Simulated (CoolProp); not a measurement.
Properties of R1132(E) along the isobar 0.0945 MPa (Tc = 348.8 K, pc = 5.174 MPa, ω = 0.245).

Model: reference Helmholtz-energy equation of state, Akasaka 2024, in CoolProp.

```csv
T (K),phase,isothermal compressibility (1/MPa),expansivity (1/kK)
311.1,gas,10.68,3.318
321,gas,10.67,3.206
330.9,gas,10.66,3.101
340.7,gas,10.66,3.005
350.6,gas,10.65,2.914
360.5,gas,10.64,2.829
370.4,gas,10.64,2.749
380.2,gas,10.63,2.674
390.1,gas,10.63,2.603
400,gas,10.62,2.536
```
